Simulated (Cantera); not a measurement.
An isothermal, constant-pressure homogeneous reactor starts with CH₄ : H₂ = 1 : 17 (molar parts), at 2000 K and 63000 Pa.

Computed with Cantera and GRI-Mech 3.0 (53 species, 325 reactions). GRI-Mech 3.0 stops at C3 and has no aromatics, soot or wall deposition, so with more carbon than oxygen in the feed, carbon stays in small species such as C2H2 where larger ones or solid carbon would form.

x: mole fraction; the columns are a selection and need not sum to one.

```csv
t (s),x CH₄,x H₂,x C₂H₂,x C₂H₄,x C₂H₆,x H
2.00e-6,0.0555,0.944,1.19e-11,…,5.20e-9,5.28e-5
8.60e-6,0.0553,0.944,8.36e-9,…,3.27e-7,0.000224
3.70e-5,0.0544,0.944,6.07e-6,…,7.76e-6,0.000893
0.000159,0.0509,0.944,0.000889,…,2.34e-5,0.00182
0.000684,0.0403,0.950,0.00620,…,1.53e-5,0.00189
0.00294,0.0209,0.960,0.0158,…,4.27e-6,0.00195
0.0126,0.00672,0.968,0.0229,9.96e-5,4.63e-7,0.00201
0.0544,0.00206,0.971,0.0252,0.000103,5.33e-8,0.00203
0.234,0.00147,0.971,0.0255,0.000104,3.23e-8,0.00203
1.01,0.00147,0.971,0.0255,0.000104,3.22e-8,0.00203
4.33,0.00147,0.971,0.0255,0.000104,3.22e-8,0.00203
18.6,0.00147,0.971,0.0255,0.000104,3.22e-8,0.00203
80.0,0.00147,0.971,0.0255,0.000104,3.22e-8,0.00203
```

Some entries are withheld; supply them.


- 2.00e-6, x C₂H₄: 4.61e-9
- 8.60e-6, x C₂H₄: 4.97e-7
- 3.70e-5, x C₂H₄: 3.54e-5
- 0.000159, x C₂H₄: 0.000318
- 0.000684, x C₂H₄: 0.000240
- 0.00294, x C₂H₄: 0.000124
